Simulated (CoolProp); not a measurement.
A single-stage vapour-compression cycle with the fluid: evaporating at 234.15 K (dew point), condensing at 295.15 K (bubble point), superheat 0 K, subcooling 5 K, compressor efficiency 0.85, no pressure losses. The same conditions are run with several fluids, on thermodynamics alone (safety and materials aside).

Computed with CoolProp (reference Helmholtz-energy equation of state of each fluid (CH2F2 (R32): Tillner-Roth 1997; R227EA: Lemmon 2016; hydrogen chloride: Thol 2018; hydrogen sulfide: Lemmon 2006; R507A: Lemmon 2003; ammonia: Gao 2020)). Blends and air are pseudo-pure fits.

```tsv
fluid	cooling COP	pressure ratio	discharge temperature (K)	refrigerating effect (kJ/kg)	volumetric capacity (kJ/m³)
CH2F2 (R32)	2.51	8.39	374.2	272	1440
R227EA	2.33	12.2	295.2	79.8	…
hydrogen chloride	2.27	5.58	…	277	…
hydrogen sulfide	2.54	7.00	401.1	404	…
R507A	2.39	8.17	310.9	116	912
ammonia	2.55	…	441.5	1130	765
```

Question: Some entries are withheld; supply them.

Answer: 
- R227EA, volumetric capacity (kJ/m³): 242
- hydrogen chloride, discharge temperature (K): 399.2
- hydrogen chloride, volumetric capacity (kJ/m³): 4660
- hydrogen sulfide, volumetric capacity (kJ/m³): 1980
- ammonia, pressure ratio: 12.1

The compression ends wet for: R227EA.
